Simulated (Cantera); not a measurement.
# Premixed flame

A freely propagating, adiabatic, planar premixed flame of 8.26 % CH₄, 19.3 % O₂, 72.5 % N₂, equivalence ratio 0.86, unburnt at 525 K and 5.00 bar; mixture-averaged transport, grid criteria slope 0.08 and curve 0.16, no radiation.

Cantera simulation using GRI-Mech 3.0 (53 species, 325 reactions); the numbers are that mechanism's predictions, not measurements. Burning velocities carry a grid error of a few per cent, more on coarse grids.

| z (mm) | T (K) | u (m/s) | x CH₄ | x O₂ | x O | x HCO | x C₂H₄ | x H |
|---|---|---|---|---|---|---|---|---|
| -0.363 | 526 | 0.470 | 0.0825 | 0.192 | <1e-8 | <1e-8 | 5.70e-8 | <1e-8 |
| -0.242 | 530 | 0.474 | 0.0821 | 0.192 | <1e-8 | <1e-8 | 6.77e-7 | <1e-8 |
| -0.182 | 547 | 0.490 | 0.0809 | 0.191 | <1e-8 | <1e-8 | 4.22e-6 | <1e-8 |
| -0.121 | 638 | 0.574 | 0.0751 | 0.183 | <1e-8 | <1e-8 | 3.50e-5 | <1e-8 |
| -0.0605 | 1050 | 0.953 | 0.0502 | 0.147 | 1.99e-6 | 1.63e-7 | 0.000272 | 8.04e-6 |
| -0.0303 | 1441 | 1.32 | 0.0262 | 0.108 | 4.24e-5 | 4.50e-6 | 0.000502 | 0.000125 |
| 0 | 1821 | 1.66 | 0.00486 | 0.0647 | 0.000530 | 1.93e-5 | 0.000219 | 0.000985 |
| 0.0303 | 1984 | 1.81 | 0.000173 | 0.0434 | 0.00173 | 3.49e-6 | 4.29e-6 | 0.00169 |
| 0.0605 | 2054 | 1.86 | 3.25e-6 | 0.0370 | 0.00185 | 1.15e-7 | 2.57e-8 | 0.00149 |
| 0.121 | 2132 | 1.92 | <1e-8 | 0.0326 | 0.00130 | <1e-8 | <1e-8 | 0.000880 |
| 0.242 | 2195 | 1.97 | <1e-8 | 0.0299 | 0.000698 | <1e-8 | <1e-8 | 0.000358 |
| 0.484 | 2230 | 2.00 | <1e-8 | 0.0285 | 0.000373 | <1e-8 | <1e-8 | 0.000140 |
| 0.968 | 2240 | 2.01 | <1e-8 | 0.0280 | 0.000278 | <1e-8 | <1e-8 | 8.86e-5 |
x: mole fraction of selected species; z is measured from the peak of heat release.

| Item | Result |
|---|---|
| laminar burning velocity | 46.9 cm/s |
| thermal thickness | 0.121 mm |
| peak x(O) | 0.00190 |
| peak x(HCO) | 1.93e-5 |
| peak x(C₂H₄) | 0.000514 |
| peak x(H) | 0.00169 |
